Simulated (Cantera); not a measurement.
Charge: 1 mol Pb, 1.1 mol O2, 20 mol CO, equilibrated at 13300 Pa.

These are equilibrium values from Cantera (NASA tables, ideal gas, pure condensed phases), not measurements of a reactor. Candidate condensed phases: C, Pb, PbO, PbO2, Pb3O4; 15 gas species. Equilibrium is a limit: real reactors are often held back by kinetics, nucleation or transport. All values below are at 1450 K.

Base state: CO 0.848, CO2 0.105, Pb 0.0476 (mole fractions); condensed: gas only.

Q: What changes in the equilibrium state with this change: O2 from 1.1 to 0.75 mol?

A: 
```
species  before   after
-------  ------  ------
CO        0.848   0.881
CO2       0.105  0.0714
Pb       0.0476  0.0476
```
